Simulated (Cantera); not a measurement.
Source: NASA polynomial tables (part measured, part estimated), evaluated in Cantera. Values are per mole of reaction as written; species without (g) are pure solids or liquids, kept so even where they would boil at 1 bar.

### Question
Between 300 and 2698 K, where is each reaction favourable under standard conditions?
- 4 Al(g) + 2 OH(g) = H₂(g) + 2 Al₂O(g)

### Answer
- 4 Al(g) + 2 OH(g) = H₂(g) + 2 Al₂O(g): ΔG° is -1571 kJ at 300 K and -640 kJ at 2698 K; it stays negative (K > 1). ΔH° is -1677 kJ and ΔS° -384 J/K at 2698 K.
